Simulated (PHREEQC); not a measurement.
Solution (75 °C): 98 mmol/kgw ZnSO4, 2.9 mmol/kgw CuCl2, 0.16 mmol/kgw HCl and 70 mmol/kgw Na2SO4. Closed to the air; pH follows from the charge balance.

Computed with PHREEQC (ion-association model, wateq4f.dat).

Precipitation was switched off in this run.

Task: Order these S species by the share of S that they hold, largest first: CuSO4, Zn(SO4)2-2, SO4-2, NaSO4-, ZnSO4.

Result: SO4-2 (45 %), ZnSO4 (26 %), Zn(SO4)2-2 (21 %), NaSO4- (7.9 %), CuSO4 (0.85 %)

The pH is 4.71 and the ionic strength 0.333 mol/kgw. Complexes and solids missing from the database can't appear. At this temperature some constants are extrapolated from 25 °C, and those without enthalpy data are left unchanged.
